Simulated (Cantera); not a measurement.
Input (Python, Cantera):

```python
import numpy as np
import cantera as ct

gas = ct.Solution("gri30.yaml")
gas.TPX = 1525, 120000, {'NO': 1, 'N2': 3.9}
reactor = ct.IdealGasConstPressureReactor(gas, energy="off", clone=False)
net = ct.ReactorNet([reactor])
net.rtol, net.atol = 1e-08, 1e-18
show = ['NO', 'NO2', 'N2O', 'O', 'N2', 'O2']
times = np.geomspace(7e-06, 80, 12)

steps = ct.SolutionArray(gas, extra=["t"])
rows = []
print(f"{'t/s':>10s}{'T/K':>9s}{'P/Pa':>11s}" + "".join(f"{s:>11s}" for s in show))
for t in times:
    while net.time < t:
        t_next = net.step()
        steps.append(gas.state, t=t_next)
    rows.append([np.interp(t, steps.t, y) for y in (steps.T, steps.P, *steps(*show).X.T)])
    print(f"{t:10.3e}{rows[-1][0]:9.1f}{rows[-1][1]:11.4g}" + "".join(f"{x:11.3e}" for x in rows[-1][2:]))
rate = np.gradient(steps.T, steps.t)
print("integrator steps:", len(steps.t))
if steps.T.max() > steps.T[0] + 200:
    print(f"time of steepest temperature rise: {steps.t[rate.argmax()]:.4e} s")
gas.TPX = 1525, 120000, {'NO': 1, 'N2': 3.9}
gas.equilibrate("TP")
print(f"equilibrium (TP): T = {gas.T:.1f} K  " + "  ".join(f"{s} {gas[s].X[0]:.3e}" for s in show))
```

Result:

```
       t/s      T/K       P/Pa         NO        NO2        N2O          O         N2         O2
 7.000e-06   1525.0    1.2e+05  2.041e-01  8.446e-10  4.415e-09  3.572e-09  7.959e-01  2.475e-13
 3.067e-05   1525.0    1.2e+05  2.041e-01  1.077e-08  1.934e-08  8.586e-09  7.959e-01  3.196e-12
 1.344e-04   1525.0    1.2e+05  2.041e-01  7.481e-08  8.453e-08  1.021e-08  7.959e-01  2.389e-11
 5.889e-04   1525.0    1.2e+05  2.041e-01  3.650e-07  3.668e-07  1.103e-08  7.959e-01  1.559e-10
 2.580e-03   1525.0    1.2e+05  2.041e-01  1.698e-06  1.540e-06  1.470e-08  7.959e-01  1.716e-09
 1.131e-02   1525.0    1.2e+05  2.041e-01  8.504e-06  5.635e-06  3.201e-08  7.959e-01  4.968e-08
 4.953e-02   1525.0    1.2e+05  2.040e-01  4.307e-05  1.284e-05  1.086e-07  7.960e-01  3.278e-06
 2.170e-01   1525.0    1.2e+05  2.037e-01  8.483e-05  1.448e-05  1.932e-07  7.961e-01  8.744e-05
 9.510e-01   1525.0    1.2e+05  2.028e-01  9.874e-05  1.434e-05  2.240e-07  7.965e-01  5.424e-04
 4.167e+00   1525.0    1.2e+05  1.988e-01  1.411e-04  1.377e-05  3.217e-07  7.985e-01  2.500e-03
 1.826e+01   1525.0    1.2e+05  1.830e-01  2.299e-04  1.165e-05  5.609e-07  8.064e-01  1.032e-02
 8.000e+01   1525.0    1.2e+05  1.353e-01  2.984e-04  6.365e-06  9.756e-07  8.303e-01  3.410e-02
integrator steps: 923
equilibrium (TP): T = 1525.0 K  NO 1.029e-03  NO2 3.882e-06  N2O 7.323e-08  O 1.658e-06  N2 8.974e-01  O2 1.015e-01
```

Cantera simulation using GRI-Mech 3.0 (53 species, 325 reactions); the numbers are that mechanism's predictions, not measurements.
